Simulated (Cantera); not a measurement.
Catalytic stagnation flow on Pt

A jet of CH4 : O2 : N2 = 0.052 : 0.083 : 0.79 (molar parts), equivalence ratio 1.3 at 300 K and 16.5 Torr hits a platinum plate 7 cm away at a mass flux of 0.14 kg/m²/s; the plate temperature is set and raised in steps from an oxygen-covered start.

Computed with Cantera and Deutschmann's 1995 Pt surface mechanism with GRI-Mech 3.0 gas chemistry. Catalytic surfaces can have several steady states; this one follows from the mechanism file's or the stated starting coverage.

| plate T (K) | wall x CH4 | wall x O2 | wall x H2O | wall x OH | wall x CO | wall x CO2 | θ free Pt | θ O* | θ CO* |
|---|---|---|---|---|---|---|---|---|---|
| 850 | 0.0492 | 0.0747 | 0.0133 | 1.12e-8 | 1.70e-5 | 0.00864 | 0.234 | 0.765 | 1.97e-5 |
| 900 | 0.0435 | 0.0625 | 0.0240 | 4.59e-8 | 2.24e-5 | 0.0156 | 0.324 | 0.676 | 1.77e-5 |
| 950 | 0.0367 | 0.0481 | 0.0365 | 1.51e-7 | 2.81e-5 | 0.0239 | 0.425 | 0.575 | 1.53e-5 |
| 1000 | 0.0297 | 0.0332 | 0.0495 | 4.08e-7 | 3.48e-5 | 0.0325 | 0.539 | 0.460 | 1.34e-5 |
| 1050 | 0.0126 | 0.00743 | 0.0801 | 2.64e-8 | 0.0202 | 0.0298 | 0.987 | 0.000255 | 0.0124 |
x: mole fraction at the wall; θ: surface coverage.
